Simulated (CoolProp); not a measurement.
Vapour-liquid equilibrium of R152A (1) + n-butane (2) at 257.1 K; x and y are mole fractions of (1).

Computed with CoolProp (multi-fluid Helmholtz-energy mixture model, Outcalt 1996 and Bücker 2006; pair parameters Bell 2016).

```tsv
x	bubble pressure, mixture model (bar)	bubble pressure, Raoult's law (bar)	y, mixture model	y, Raoult's law
0.05	…	0.5827	0.372	0.122
0.15	1.175	0.6713	0.583	0.318
0.25	1.342	0.7599	0.653	0.469
0.35	1.423	0.8484	0.686	0.587
0.45	1.466	0.9370	0.706	0.684
0.55	1.494	1.026	0.723	0.764
0.65	1.516	1.114	0.743	0.831
0.75	1.530	1.203	…	0.888
0.85	…	1.291	0.825	0.937
0.95	1.480	1.380	0.920	0.980
```

Task: Some entries are withheld; supply them.

Result: 
- 0.05, bubble pressure, mixture model (bar): 0.8297
- 0.75, y, mixture model: 0.774
- 0.85, bubble pressure, mixture model (bar): 1.527

The largest gap from Raoult's law is +76.6 % in bubble pressure, at x = 0.25. y crosses x between x = 0.75 and 0.85: the model has an azeotrope there.

The pair parameters rest on a limited set of measurements; away from them the model extrapolates. With so large a gap from Raoult's law the liquid may split in two, which this calculation doesn't test in full.
